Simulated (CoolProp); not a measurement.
Saturation properties of octamethyltrisiloxane (MDM).

Values from CoolProp's reference Helmholtz-energy equation of state, Thol 2017.

| T (K) | p (MPa) | vapour density (kg/m³) | enthalpy of vaporisation (kJ/kg) | liquid cp (kJ/(kg K)) | surface tension (mN/m) |
|---|---|---|---|---|---|
| 322.2 | 0.002078 | 0.1842 | 194.9 | 1.840 | 14.4 |
| 343.3 | 0.005896 | 0.4930 | 186.7 | 1.893 | 12.6 |
| 364.5 | ___ | 1.144 | 178.3 | 1.947 | 10.9 |
| 385.7 | 0.03100 | 2.361 | 169.8 | 2.003 | 9.24 |
| 406.9 | ___ | 4.444 | 160.9 | 2.060 | 7.68 |
| 428 | ___ | 7.766 | 151.5 | 2.119 | 6.22 |
| 449.2 | 0.1804 | 12.87 | 141.3 | ___ | 4.85 |
| 470.4 | 0.2857 | 20.49 | 130.1 | 2.250 | 3.60 |
| 491.6 | 0.4320 | 31.76 | ___ | 2.332 | 2.47 |
| 512.8 | 0.6293 | 48.80 | 102.2 | 2.443 | ___ |

Question: Complete the blanks.

Answer: 
- 364.5, p (MPa): 0.01439
- 406.9, p (MPa): 0.06031
- 428, p (MPa): 0.1078
- 449.2, liquid cp (kJ/(kg K)): 2.181
- 491.6, enthalpy of vaporisation (kJ/kg): 117.3
- 512.8, surface tension (mN/m): 1.49

It boils at 425.6 K under 1 atm.

Surface tension comes from a separate correlation (Mulero 2014), older than this fluid's equation and unchecked against measurements.
